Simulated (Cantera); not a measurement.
Thermodynamics of calcination and drying, feed MgSO₄ + H₂ + H₂O

A closed system holds: 1 mol MgSO₄, 0.096 mol H₂, 0.13 mol H₂O, equilibrated at 0.100 bar.

Equilibrium computed with Cantera from the NASA thermochemical tables; the gas is ideal and each condensed phase is pure. Candidate condensed phases: H₂O, H₂SO₄, Mg, MgO, Mg(OH)₂, MgS, MgSO₄, S; 26 gas species. Kinetics and transport are ignored.

| T (°C) | x SO₂ | x O₂ | x H₂O | x OH | x O | x SO₃ | x SO | x H₂ | n MgO(s) |
|---|---|---|---|---|---|---|---|---|---|
| 1477 | 0.595 | 0.269 | 0.134 | 0.00111 | 0.000123 | 0.00123 | 4.04e-5 | 2.73e-5 | 1.000 |
| 1502 | 0.595 | 0.268 | 0.134 | 0.00130 | 0.000157 | 0.00112 | 5.41e-5 | 3.48e-5 | 1.000 |
| 1527 | 0.595 | 0.268 | 0.134 | 0.00151 | 0.000199 | 0.00102 | 7.19e-5 | 4.40e-5 | 1.000 |
| 1552 | 0.595 | 0.268 | 0.134 | 0.00175 | 0.000252 | 0.000940 | 9.48e-5 | 5.53e-5 | 1.000 |
| 1577 | 0.595 | 0.268 | 0.134 | 0.00202 | 0.000316 | 0.000864 | 0.000124 | 6.91e-5 | 1.000 |
| 1602 | 0.595 | 0.268 | 0.133 | 0.00233 | 0.000394 | 0.000796 | 0.000161 | 8.58e-5 | 1.000 |
| 1627 | 0.595 | 0.268 | 0.133 | 0.00267 | 0.000488 | 0.000735 | 0.000208 | 0.000106 | 1.000 |
| 1652 | 0.594 | 0.268 | 0.133 | 0.00305 | 0.000602 | 0.000680 | 0.000266 | 0.000130 | 1.000 |
| 1677 | 0.594 | 0.268 | 0.133 | 0.00347 | 0.000739 | 0.000631 | 0.000339 | 0.000159 | 1.000 |
| 1702 | 0.594 | 0.268 | 0.132 | 0.00393 | 0.000901 | 0.000586 | 0.000429 | 0.000193 | 1.000 |
| 1727 | 0.594 | 0.267 | 0.132 | 0.00444 | 0.00109 | 0.000545 | 0.000539 | 0.000233 | 1.000 |
| 1752 | 0.593 | 0.267 | 0.132 | 0.00500 | 0.00132 | 0.000508 | 0.000674 | 0.000280 | 1.000 |
| 1777 | 0.593 | 0.267 | 0.131 | 0.00562 | 0.00159 | 0.000475 | 0.000839 | 0.000335 | 1.000 |
| 1802 | 0.593 | 0.267 | 0.131 | 0.00629 | 0.00190 | 0.000444 | 0.00104 | 0.000399 | 1.000 |
x: gas mole fraction; n: condensed amount in mol.

From 1477 °C to 1802 °C the condensed part is MgO(s). The main Mg-bearing gas is Mg(OH)₂ throughout.
